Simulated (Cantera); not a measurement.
A closed system holds: 1 mol FeS, 550 mol H2, 8.5 mol H2O, at 690 Pa.

Method: chemical equilibrium by Gibbs-energy minimisation in Cantera with the NASA 1993 tables (ideal gas, pure condensed phases). Candidate condensed phases: Fe, FeO, Fe(OH)2, Fe(OH)3, FeS, FeSO4, FeS2, Fe2O3, Fe2(SO4)3, Fe3O4, H2O, H2SO4, S; 22 gas species. The numbers say what is thermodynamically allowed, not how fast it happens.

Task: At 1100 K, list the 3 most abundant gas species with their mole fractions, and the condensed phases.

Result: H2 0.983, H2O 0.0152, H2S 0.00179. Condensed: Fe(α).
